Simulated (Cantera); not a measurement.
Input: 1 mol SiC, a varied amount of N2O, 110 mol H2, equilibrated at 1948 K and 100 Torr.

Equilibrium computed with Cantera from the NASA thermochemical tables; the gas is ideal and each condensed phase is pure. Candidate condensed phases: C, C6H6, C7H8, C8H18, H2O, Si, SiC, SiO2, Si2N2O, Si3N4; 151 gas species. Gases not in the tables: Si2H6 and higher silanes. The numbers say what is thermodynamically allowed, not how fast it happens.

Problem. Which condensed phases are stable at each of these points (n(N2O) (mol)): 0.62, 0.73, 0.86, 1, 1.2, 1.4, 1.7, 2, 2.4, 2.8, 3.3, 3.9?

Solution. 
```json
[
 {"n(N2O) (mol)": "0.62", "condensed phases": "SiC(s)", "Si condensed (%)": "67.6"},
 {"n(N2O) (mol)": "0.73", "condensed phases": "SiC(s)", "Si condensed (%)": "62.0"},
 {"n(N2O) (mol)": "0.86", "condensed phases": "SiC(s)", "Si condensed (%)": "55.5"},
 {"n(N2O) (mol)": "1", "condensed phases": "SiC(s)", "Si condensed (%)": "48.4"},
 {"n(N2O) (mol)": "1.2", "condensed phases": "SiC(s)", "Si condensed (%)": "38.4"},
 {"n(N2O) (mol)": "1.4", "condensed phases": "SiC(s)", "Si condensed (%)": "28.3"},
 {"n(N2O) (mol)": "1.7", "condensed phases": "SiC(s)", "Si condensed (%)": "13.3"},
 {"n(N2O) (mol)": "2", "condensed phases": "gas only", "Si condensed (%)": "0.0"},
 {"n(N2O) (mol)": "2.4", "condensed phases": "gas only", "Si condensed (%)": "0.0"},
 {"n(N2O) (mol)": "2.8", "condensed phases": "gas only", "Si condensed (%)": "0.0"},
 {"n(N2O) (mol)": "3.3", "condensed phases": "gas only", "Si condensed (%)": "0.0"},
 {"n(N2O) (mol)": "3.9", "condensed phases": "gas only", "Si condensed (%)": "0.0"}
]
```

From 0.62 mol N2O to 1.7 mol N2O the condensed part is SiC(s). From 2 mol N2O to 3.9 mol N2O nothing is condensed.
